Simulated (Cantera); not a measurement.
**FeS + SO₃ + H₂O (roasting and sulfation)**

Charge: 1 mol FeS, 3.4 mol SO₃, 0.057 mol H₂O, equilibrated at 34000 Pa.

Cantera equilibrium calculation (NASA polynomials, part measured and part estimated; ideal gas, pure solids and liquids). Candidate condensed phases: Fe, FeO, Fe(OH)₂, Fe(OH)₃, FeS, FeSO₄, FeS₂, Fe₂O₃, Fe₂(SO₄)₃, Fe₃O₄, H₂O, H₂SO₄, S; 22 gas species. Mutual solubility and eutectic melting of coexisting phases are not modelled. Rates play no part.

At 625 K the condensed part is FeSO₄(s) + FeS₂(s). From 725 K to 1425 K the condensed part is Fe₂O₃(s) + Fe₃O₄(s). From 1525 K to 1825 K the condensed part is Fe₃O₄(s).

```
T (K)  x SO₂   x H₂O      x O₂     x SO₃      x SO      x OH       x O      x S₂  n FeSO₄(s)  n FeS₂(s)  n Fe₂O₃(s)  n Fe₃O₄(s)
-----  -----  ------  --------  --------  --------  --------  --------  --------  ----------  ---------  ----------  ----------
625    0.983  0.0170    <1e-12   1.50e-9  8.88e-10    <1e-12    <1e-12   2.07e-5       0.900     0.0999           0           0
725    0.987  0.0128    <1e-12   1.38e-8   2.18e-8    <1e-12    <1e-12   1.84e-5           0          0       0.202       0.199
825    0.987  0.0128    <1e-12   2.54e-7   7.18e-8    <1e-12    <1e-12   1.21e-7           0          0       0.200       0.200
925    0.987  0.0128    <1e-12   2.51e-6   1.82e-7  1.57e-11    <1e-12   2.35e-9           0          0       0.200       0.200
1025   0.987  0.0128  3.89e-10   1.54e-5   4.00e-7  5.69e-10    <1e-12  1.13e-10           0          0       0.200       0.200
1125   0.987  0.0128   5.54e-8   6.66e-5   7.85e-7   1.07e-8  1.86e-12  1.06e-11           0          0       0.199       0.201
1225   0.987  0.0128   3.40e-6  0.000224   1.40e-6   1.24e-7  1.33e-10  1.55e-12           0          0       0.197       0.202
1325   0.986  0.0128  0.000110  0.000623   2.31e-6   9.89e-7   4.96e-9    <1e-12           0          0       0.189       0.208
1425   0.984  0.0128   0.00218   0.00150   3.55e-6   5.87e-6   1.11e-7    <1e-12           0          0       0.122       0.252
1525   0.979  0.0127   0.00666   0.00154   1.07e-5   1.91e-5   7.93e-7    <1e-12           0          0           0       0.333
1625   0.979  0.0127   0.00694  0.000988   4.55e-5   4.25e-5   2.78e-6  1.41e-11           0          0           0       0.333
1725   0.979  0.0126   0.00715  0.000668  0.000164   8.60e-5   8.42e-6  2.94e-10           0          0           0       0.333
1825   0.979  0.0126   0.00740  0.000474  0.000509  0.000161   2.27e-5   4.33e-9           0          0           0       0.333
```
x: gas mole fraction; n: condensed amount in mol.
